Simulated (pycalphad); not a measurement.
Source of the numbers: pycalphad with the COST 507 light-alloy database (1999); pressure 1 atm. The data set is of 1999 and partly superseded. Amounts are mole fractions of atoms.

**Question.** Give the equilibrium state of Al-0.3947Si-4.285C (wt.%) at 1700 K.

**Answer.** LIQUID, fraction 0.789, with 0.47 Si, 0.06 C wt.%; AL4C3, fraction 0.211, with 0.03 Si, 25.0 C wt.%.

**Question.** Give the equilibrium state of Al-0.3947Si-4.285C (wt.%) at 850 K.

**Answer.** FCC_A1, fraction 0.788, with 0.04 Si, <0.01 C wt.%; AL4C3, fraction 0.160, with 0.01 Si, 25.0 C wt.%; AL8SIC7, fraction 0.052, with 8.6 Si, 25.6 C wt.%.

Database names, with the compositions (at.%) that they take in these runs: AL4C3: Al 57 C 43; AL8SIC7: Al 50 C 44 Si 6. FCC_A1 is fcc.
